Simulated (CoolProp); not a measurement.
Vapour-liquid equilibrium of CH2F2 (R32) (1) + R125 (2) at -29.05 °C; x and y are mole fractions of (1).

The numbers come from the multi-fluid Helmholtz-energy mixture model, Tillner-Roth 1997 and Lemmon 2005; pair parameters Lemmon 2004 in CoolProp.

| x | bubble pressure (MPa) | y at the bubble point | dew pressure at overall composition x (MPa) | liquid density (mol/L) |
|---|---|---|---|---|
| 0.05 | 0.2411 | 0.064 | 0.2402 | 12.30 |
| 0.125 | 0.2470 | 0.157 | 0.2449 | 12.75 |
| 0.2 | (withheld) | 0.245 | 0.2499 | 13.24 |
| 0.275 | 0.2583 | 0.327 | 0.2549 | 13.75 |
| 0.35 | 0.2635 | 0.404 | 0.2599 | 14.31 |
| 0.425 | 0.2682 | 0.478 | 0.2648 | 14.91 |
| 0.5 | 0.2724 | 0.548 | 0.2696 | 15.56 |
| 0.575 | 0.2762 | 0.615 | (withheld) | 16.27 |
| 0.65 | 0.2793 | 0.681 | 0.2779 | 17.05 |
| 0.725 | 0.2819 | 0.746 | 0.2811 | 17.91 |
| 0.8 | (withheld) | 0.811 | 0.2835 | 18.87 |
| 0.875 | 0.2848 | 0.878 | 0.2848 | 19.95 |
| 0.95 | 0.2849 | 0.949 | 0.2849 | 21.16 |

Q: What belongs in the gaps?

A: 
- 0.2, bubble pressure (MPa): 0.2528
- 0.575, dew pressure at overall composition x (MPa): 0.2740
- 0.8, bubble pressure (MPa): 0.2838

y crosses x between x = 0.875 and 0.95: the model has an azeotrope there.

The pair parameters rest on a limited set of measurements; away from them the model extrapolates.
